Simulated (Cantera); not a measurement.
Ignition delay

Mixture: 5.95 % CH₄, 5.12 % H₂, 24.1 % O₂, 64.8 % N₂, at 10.0 bar, adiabatic and at constant pressure. Ignition delay is the time to a rise of 400 K.

Model: GRI-Mech 3.0 (53 species, 325 reactions), integrated in Cantera.

| T0 (K) | delay (ms) |
|---|---|
| 1373 | 0.0352 |
| 1448 | 0.0210 |
| 1523 | 0.0134 |
| 1598 | 0.00891 |
| 1673 | 0.00615 |

```yaml
apparent activation energy between 1523 and 1673 K: 110 kJ/mol
```
